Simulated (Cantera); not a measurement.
# Moist CO burnout

A perfectly stirred reactor is fed with 0.149 % CO, 0.477 % O2, 0.0258 % H2O, 99.3 % N2, at 6900 Torr; it is held at 1023 K, and followed from long to short residence time.

Cantera simulation using GRI-Mech 3.0 (53 species, 325 reactions); the numbers are that mechanism's predictions, not measurements.

| τ (s) | x CO | x O2 | x H2O | x NO2 | x NO | x O | x CO2 |
|---|---|---|---|---|---|---|---|
| 23 | 0.000668 | 0.00436 | 0.000258 | 2.35e-9 | 1.87e-10 | 3.70e-9 | 0.000822 |
| 3.0 | 0.00128 | 0.00466 | 0.000258 | 9.71e-11 | 9.99e-12 | 4.51e-9 | 0.000212 |
| 0.39 | 0.00147 | 0.00476 | 0.000258 | 1.02e-12 | <1e-12 | 3.50e-9 | 2.20e-5 |
| 0.051 | 0.00149 | 0.00477 | 0.000258 | <1e-12 | <1e-12 | 2.44e-10 | 7.87e-8 |
| 0.0067 | 0.00149 | 0.00477 | 0.000258 | <1e-12 | <1e-12 | 1.37e-10 | 2.21e-9 |
| 0.00088 | 0.00149 | 0.00477 | 0.000258 | <1e-12 | <1e-12 | 6.28e-11 | 1.57e-10 |
| 0.00012 | 0.00149 | 0.00477 | 0.000258 | <1e-12 | <1e-12 | 1.30e-11 | 1.55e-11 |
x: mole fraction; the columns are a selection and need not sum to one.
